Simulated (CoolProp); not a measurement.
1000 sccm (0 °C, 1 atm) of nitrogen bubbles through liquid R365MFC at 291.7 K and leaves saturated at a total pressure of 0.15 MPa (ideal gas phase). Each further row changes one setting.

Model: reference Helmholtz-energy equation of state, Lemmon 2016, in CoolProp.

```
case                      vapour pressure (kPa)  mole fraction of vapour  delivery (mg/min)  delivery (sccm)  change of delivery for a bath 1 K warmer (%)
------------------------  ---------------------  -----------------------  -----------------  ---------------  --------------------------------------------
as stated                                  43.4                    0.289         (withheld)       (withheld)                                           6.2
bath temperature 296.7 K                   53.5                    0.357               3660       (withheld)                                           6.6
total pressure 0.3 MPa                     43.4                    0.145               1120              169                                           5.1
```

Task: Some entries are withheld; supply them.

Result: 
- as stated, delivery (mg/min): 2690
- as stated, delivery (sccm): 407
- bath temperature 296.7 K, delivery (sccm): 555
